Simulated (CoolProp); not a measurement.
Saturated liquid density (kg/m³) of ethane: the reference equation beside estimates from Tc = 32.2 °C, pc = 4.872 MPa, ω = 0.099. Rackett uses Z = 0.29056 − 0.08775 ω.

The numbers come from the reference Helmholtz-energy equation of state, Bücker 2006 in CoolProp.

```tsv
T (°C)	reference	Rackett	Soave-Redlich-Kwong	Peng-Robinson
-118.05	579.3	575.8	558.5	628.9
-103.85	562.5	559.4	542.6	611.9
-89.55	545.0	542.1	525.1	593.0
-75.25	526.7	523.9	505.8	571.9
-60.95	507.4	504.6	484.4	548.4
-46.75	486.8	484.0	460.6	522.1
-32.45	464.1	461.4	433.7	491.8
-18.15	438.8	436.3	402.7	456.6
-3.85	409.3	407.2	366.3	414.6
10.35	372.7	371.5	321.5	362.3
```

Absolute difference from the reference over all 10 rows, mean and median: Rackett 0.5 and 0.6 %, Soave-Redlich-Kwong 6.4 and 5.0 %, Peng-Robinson 6.4 and 7.7 %.
